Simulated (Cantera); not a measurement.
An isothermal, constant-pressure homogeneous reactor starts with 51.8 % H₂, 30.5 % O₂, 17.7 % N₂, equivalence ratio 0.85, at 1173 K and 0.415 atm.

Model: the H2/O2 subset of GRI-Mech 3.0, which has no nitrogen chemistry, integrated in Cantera. The temperature is held fixed by assumption; the heat of reaction is taken as removed at once.

One state of this run: x H₂ = 3.13e-8; x O₂ = 0.0617; x H = 3.24e-11; x H₂O₂ = 2.11e-9; x O = 5.39e-9; x H₂O = 0.700; x OH = 4.99e-6. x: mole fraction; the columns are a selection and need not sum to one.

Q: Which value of t (s) does it belong to?
A. 0.0424
B. 0.00103
C. 0.00357
D. 6.00

A: D, 6.00
